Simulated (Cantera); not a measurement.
A freely propagating, adiabatic, planar premixed flame of CH4 : C2H6 : O2 : N2 = 0.79 : 0.034 : 2.12 : 7.97 (molar parts), unburnt at 348 K and 14000 Pa; mixture-averaged transport, grid criteria slope 0.08 and curve 0.16, no radiation.

Model: GRI-Mech 3.0 (53 species, 325 reactions), integrated in Cantera. Burning velocities carry a grid error of a few per cent, more on coarse grids.

x: mole fraction of selected species; z is measured from the peak of heat release.

| z (mm) | T (K) | u (m/s) | x CH4 | x C2H6 | x O2 | x C2H2 | x NO | x OH |
|---|---|---|---|---|---|---|---|---|
| -7.21 | 348 | 0.626 | 0.0724 | 0.00311 | 0.194 | <1e-8 | <1e-8 | <1e-8 |
| -4.80 | 348 | 0.627 | 0.0723 | 0.00311 | 0.194 | <1e-8 | <1e-8 | <1e-8 |
| -3.60 | 351 | 0.632 | 0.0721 | 0.00311 | 0.194 | <1e-8 | <1e-8 | <1e-8 |
| -2.40 | 382 | 0.692 | 0.0703 | 0.00308 | 0.191 | 1.57e-7 | 1.25e-8 | [?] |
| -1.20 | 723 | 1.33 | 0.0537 | 0.00260 | 0.167 | 4.34e-6 | 2.86e-7 | [?] |
| -0.601 | 1108 | 2.05 | 0.0318 | 0.00141 | 0.132 | 1.41e-5 | 7.49e-7 | [?] |
| 0 | 1475 | 2.75 | 0.00881 | 0.000113 | 0.0895 | 2.50e-5 | 1.59e-6 | [?] |
| 0.601 | 1623 | 3.03 | 0.000863 | 5.60e-7 | 0.0641 | 4.29e-6 | 2.61e-6 | [?] |
| 1.20 | 1657 | 3.09 | 4.82e-5 | <1e-8 | 0.0549 | 1.32e-7 | 3.32e-6 | [?] |
| 2.40 | 1690 | 3.13 | 1.15e-7 | <1e-8 | 0.0496 | <1e-8 | 4.23e-6 | 0.00742 |
| 4.80 | 1732 | 3.20 | <1e-8 | <1e-8 | 0.0470 | <1e-8 | 5.63e-6 | 0.00777 |
| 9.61 | 1788 | 3.29 | <1e-8 | <1e-8 | 0.0453 | <1e-8 | 7.95e-6 | 0.00777 |
| 19.2 | 1854 | 3.39 | <1e-8 | <1e-8 | 0.0436 | <1e-8 | 1.17e-5 | 0.00737 |

Q: What belongs in the gaps?

A: 
- -2.40, x OH: 1.30e-6
- -1.20, x OH: 4.79e-5
- -0.601, x OH: 0.000326
- 0, x OH: 0.00219
- 0.601, x OH: 0.00517
- 1.20, x OH: 0.00661
